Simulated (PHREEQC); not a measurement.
Consider water at 20 °C with 0.001 mol/kgw LiOH, 0.00016 mol/kgw CO2 and 0.0004 mol/kgw NaHCO3. Closed to the air; pH follows from the charge balance.

All values are PHREEQC results (Pitzer model, pitzer.dat), not measurements.

This is a speciation only: nothing precipitates in the calculation.

### Question
What pH, ionic strength, osmotic coefficient does the model give?

### Answer
pH 10.77; ionic strength 0.00181 mol/kgw; osmotic coefficient 0.976.

### Question
In which forms is C present?

### Answer
CO3-2 74 %, HCO3- 26 % of the C.
